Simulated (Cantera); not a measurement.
An isothermal, constant-pressure homogeneous reactor starts with H₂ : O₂ : N₂ = 1.9 : 1 : 7.8 (molar parts), equivalence ratio 0.95, at 1323 K and 0.590 bar. Integrator tolerance rtol = 1e-08.

Computed with Cantera and GRI-Mech 3.0 (53 species, 325 reactions). The temperature is held fixed by assumption; the heat of reaction is taken as removed at once.

### Question
What does this change do: temperature 1323 to 900 K?

### Answer
| quantity | before | after |
|---|---|---|
| x(H₂) at 2.00 s | 4.67e-7 (gas-phase equilibrium 4.64e-7) | 0.0847 (gas-phase equilibrium 1.14e-11) |
| x(O₂) at 2.00 s | 0.00512 (gas-phase equilibrium 0.00509) | 0.0471 (gas-phase equilibrium 0.00513) |
| x(N₂O) at 2.00 s | 4.30e-9 (gas-phase equilibrium 3.67e-9) | 3.41e-9 (gas-phase equilibrium 1.04e-10) |
| x(NO₂) at 2.00 s | 2.42e-8 (gas-phase equilibrium 8.53e-8) | 7.76e-9 (gas-phase equilibrium 2.04e-8) |
| x(OH) at 2.00 s | 8.65e-6 (gas-phase equilibrium 8.60e-6) | 2.27e-8 (gas-phase equilibrium 8.29e-9) |
| x(H₂O₂) at 2.00 s | 7.04e-10 (gas-phase equilibrium 6.96e-10) | 0.000233 (gas-phase equilibrium 7.30e-12) |
Below about 950 K walls govern HO2 and H2O2 in real vessels.
